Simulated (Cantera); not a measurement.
## Catalytic combustion on Pt

An isothermal plug-flow reactor at 923 K and 101000 Pa (inlet), inlet velocity 0.53 m/s, active area per volume 510 1/m; feed 3.95 % H2, 1.56 % O2, 94.5 % N2, equivalence ratio 1.3.

Computed with Cantera and Deutschmann's 1995 Pt surface mechanism with GRI-Mech 3.0 gas chemistry. Catalytic surfaces can have several steady states; this one follows from the mechanism file's or the stated starting coverage. Mass transfer to the wall is taken as infinitely fast.

| z (m) | x H2 | x O2 | x H2O | θ free Pt | θ H* |
|---|---|---|---|---|---|
| 3.7e-05 | 0.0315 | 0.0115 | 0.00818 | 0.983 | 0.0171 |
| 7.1e-05 | 0.0259 | 0.00872 | 0.0139 | 0.984 | 0.0157 |
| 0.00014 | 0.0183 | 0.00493 | 0.0216 | 0.986 | 0.0135 |
| 0.00027 | 0.0118 | 0.00166 | 0.0282 | 0.989 | 0.0112 |
| 0.00051 | 0.00894 | 0.000219 | 0.0311 | 0.990 | 0.0101 |
| 0.00099 | 0.00851 | 3.77e-6 | 0.0316 | 0.990 | 0.00987 |
| 0.0019 | 0.00851 | 1.70e-9 | 0.0316 | 0.990 | 0.00986 |
| 0.0037 | 0.00851 | <1e-12 | 0.0316 | 0.990 | 0.00986 |
x: gas mole fraction; θ: surface coverage.
